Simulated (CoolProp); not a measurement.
Vapour-liquid equilibrium of toluene (1) + n-octane (2) at 396.4 K; x and y are mole fractions of (1).

Computed with CoolProp (multi-fluid Helmholtz-energy mixture model, Lemmon 2006 and Beckmüller 2019; pair parameters Bell 2016).

```csv
x,"bubble pressure, mixture model (kPa)","bubble pressure, Raoult's law (kPa)","y, mixture model","y, Raoult's law"
0.05,98.96,97.19,0.088,0.074
0.125,104.9,100.8,0.203,0.178
0.2,110.4,104.5,0.302,0.274
0.275,115.4,108.1,0.388,0.364
0.35,119.9,111.7,0.465,0.449
0.425,124.0,115.4,0.535,0.528
0.5,127.7,119.0,0.600,0.602
0.575,131.1,122.6,0.661,0.672
0.65,134.1,126.3,0.719,0.737
0.725,136.7,129.9,0.776,0.799
0.8,139.0,133.5,0.834,0.858
0.875,140.9,137.2,0.893,0.914
0.95,142.4,140.8,0.956,0.966
```

The largest gap from Raoult's law is +7.5 % in bubble pressure, at x = 0.425. No azeotrope shows between x = 0.05 and 0.95.

Pair parameters are fitted to limited data, so mixtures are less certain than the pure fluids.
